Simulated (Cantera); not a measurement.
Charge: 1 mol SiCl4, 0.68 mol HCl, 0.31 mol H2, held at 1398 K and 17.0 bar.

Equilibrium computed with Cantera from the NASA thermochemical tables; the gas is ideal and each condensed phase is pure. Candidate condensed phases: Si; 19 gas species. The tables' values for SiCl3 are old estimates; treat these amounts as uncertain. Kinetics and transport are ignored.

Base state: SiCl4 0.482, HCl 0.360, H2 0.139, SiHCl3 0.0131, SiCl3 0.00561, SiCl2 0.000279, SiH2Cl2 5.32e-5 (mole fractions); condensed: gas only.

Problem. What changes in the equilibrium state with this change: temperature from 1398 K to 823.15 K?

Solution. 
```tsv
species	before	after
SiCl4	0.482	0.502
HCl	0.360	0.342
H2	0.139	0.156
SiHCl3	0.0131	0.000276
SiCl2	0.000279	<1e-9
SiCl3	0.00561	1.85e-7
```
